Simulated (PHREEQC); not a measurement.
Make-up at 25 °C: 0.0022 mol/kgw HF, 0.064 mol/kgw NH4HF2 and 2.3e-06 mol/kgw H4SiO4. Closed to the air; pH follows from the charge balance.

The numbers come from PHREEQC with the ion-association model, phreeqc.dat.

```json
{
  "pH": "3.07",
  "ionic_strength": "0.0650 mol/kgw",
  "density": "0.999 g/cm³",
  "total_alkalinity": "-66.2 meq/kg"
}
```

| species | molality | activity | log γ |
|---|---|---|---|
| NH4+ | 0.0640 | 0.0500 | -0.108 |
| HF | 0.0540 | 0.0548 | 0.007 |
| F- | 0.0539 | 0.0427 | -0.101 |
| HF2- | 0.0112 | 0.00899 | -0.094 |
| H+ | 0.00102 | 0.000856 | -0.074 |
| SiF6-2 | 2.30e-6 | 9.89e-7 | -0.367 |

Precipitation was switched off in this run. Complexes and solids missing from the database can't appear. SiF6-2 is the database's only silicon fluoride.
